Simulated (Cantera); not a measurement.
A perfectly stirred reactor is fed with NH3 : H2 = 1 : 13 (molar parts), at 1.01 bar; it is held at 2250 K, and followed from long to short residence time.

Computed with Cantera and the gas-phase N/H chemistry of the illustrative SiF4/NH3 mechanism in the Surface Chemkin manual (1991). Walls and surfaces, which speed up NH3 decomposition in real reactors, are not modelled.

Question: What does this change do: temperature 2250 to 2375 K?

Answer: 
```tsv
quantity	before	after
x(NH3) at τ = 0.430 s	0.00135	0.000495
x(H2) at τ = 0.430 s	0.959	0.953
x(N2) at τ = 0.430 s	0.0326	0.0329
x(N) at τ = 0.430 s	2.04e-6	3.61e-6
x(H) at τ = 0.430 s	0.00705	0.0136
x(NH3) at τ = 63.0 ms	0.00448	0.00145
x(H2) at τ = 63.0 ms	0.958	0.953
x(N2) at τ = 63.0 ms	0.0311	0.0324
x(N) at τ = 63.0 ms	4.21e-6	8.60e-6
x(H) at τ = 63.0 ms	0.00602	0.0127
```

Question: What does this change do: temperature 2250 to 1525 K?

Answer: 
```tsv
quantity	before	after
x(NH3) at τ = 0.430 s	0.00135	0.0714
x(H2) at τ = 0.430 s	0.959	0.929
x(N2) at τ = 0.430 s	0.0326	3.09e-5
x(N) at τ = 0.430 s	2.04e-6	1.35e-10
x(H) at τ = 0.430 s	0.00705	2.17e-5
x(NH3) at τ = 63.0 ms	0.00448	0.0714
x(H2) at τ = 63.0 ms	0.958	0.929
x(N2) at τ = 63.0 ms	0.0311	3.65e-6
x(N) at τ = 63.0 ms	4.21e-6	1.00e-10
x(H) at τ = 63.0 ms	0.00602	1.96e-5
```
